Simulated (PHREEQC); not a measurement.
Consider water at 20 °C with 0.0078 mmol/kgw CaSO4 and 0.044 mmol/kgw CO2. Closed to the air; pH follows from the charge balance.

Equilibrium calculation in PHREEQC: ion-association model, phreeqc.dat.

No solid was allowed to form.

Task: What pH does the model give?

Result: pH 5.39.

Task: In which forms is C present?

Result: CO2 91 %, HCO3- 9.3 % of the C.
